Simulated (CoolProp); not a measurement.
R1123 at several states: Z from the reference equation and from simpler models built on Tc = 331.7 K, pc = 4.549 MPa, ω = 0.243; each cubic takes its own stable root.

The numbers come from the reference Helmholtz-energy equation of state, Akasaka 2020 in CoolProp.

```csv
T (K),p (MPa),phase,reference,van der Waals,Soave-Redlich-Kwong,Peng-Robinson
204.7,0.0808,liquid,0.002849,0.9837,0.003122,0.002765
369.9,0.0749,gas,0.9960,0.9962,0.9961,0.9956
462.7,0.641,gas,0.9857,0.9819,0.9867,0.9831
232.5,0.0386,gas,0.9902,0.9942,0.9914,0.9910
311.1,2.02,gas,0.7684,0.8175,0.7777,0.7606
```

At some of these states van der Waals gives the other phase, because its saturation line lies elsewhere.
